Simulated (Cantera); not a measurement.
Feed: 1 mol CO, 0.45 mol O2, 19 mol H2, 0.012 mol NH3, at 2.50 mbar.

These are equilibrium values from Cantera (NASA tables, ideal gas, pure condensed phases), not measurements of a reactor. Candidate condensed phases: C, C6H6, C7H8, C8H18, H2O; 136 gas species. The numbers say what is thermodynamically allowed, not how fast it happens. All values below are at 1623 K.

Base state: H2 0.904, CO 0.0491, H2O 0.0441, H 0.00131, CO2 0.000773, N2 0.000299 (mole fractions); condensed: gas only.

Q: What changes in the equilibrium state with this change: 2 mol CO2 added?

A: 
```
species    before     after
-------  --------  --------
H2          0.904     0.738
CO         0.0491     0.129
H2O        0.0441     0.125
CO2      0.000773   0.00703
H         0.00131   0.00119
N2       0.000299  0.000272
```
